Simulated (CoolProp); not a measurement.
The fluid at 393.67 K and 1.5 MPa flows at 8.3 m/s in a round tube of 2 mm bore and 15 µm roughness, fully developed (64/Re and Nu = 3.66 if laminar; Colebrook and Gnielinski if turbulent). The same conditions are run with several fluids, on thermodynamics alone (safety and materials aside).

The numbers come from the reference Helmholtz-energy equation of state of each fluid (ethanol: Schroeder 2014; n-nonane: Lemmon 2006; n-heptane: Span 2003; o-xylene: Zhou 2012; toluene: Lemmon 2006) in CoolProp.

### Question
Rank ethanol, n-nonane, n-heptane, o-xylene, toluene by Reynolds number, highest first.

### Answer
n-heptane (58300), toluene (54600), ethanol (45800), o-xylene (44300), n-nonane (39700)

```json
[
 {"fluid": "ethanol", "Darcy friction factor": "0.0360", "pressure drop (Pa/m)": "429000", "heat-transfer coefficient (W/(m² K))": "29900", "mass flow (kg/h)": "65.0"},
 {"fluid": "n-nonane", "Darcy friction factor": "0.0362", "pressure drop (Pa/m)": "398000", "heat-transfer coefficient (W/(m² K))": "19200", "mass flow (kg/h)": "59.9"},
 {"fluid": "n-heptane", "Darcy friction factor": "0.0357", "pressure drop (Pa/m)": "366000", "heat-transfer coefficient (W/(m² K))": "22900", "mass flow (kg/h)": "55.9"},
 {"fluid": "o-xylene", "Darcy friction factor": "0.0360", "pressure drop (Pa/m)": "493000", "heat-transfer coefficient (W/(m² K))": "20900", "mass flow (kg/h)": "74.5"},
 {"fluid": "toluene", "Darcy friction factor": "0.0358", "pressure drop (Pa/m)": "475000", "heat-transfer coefficient (W/(m² K))": "23100", "mass flow (kg/h)": "72.4"}
]
```

Transport values come from each fluid's own correlations.
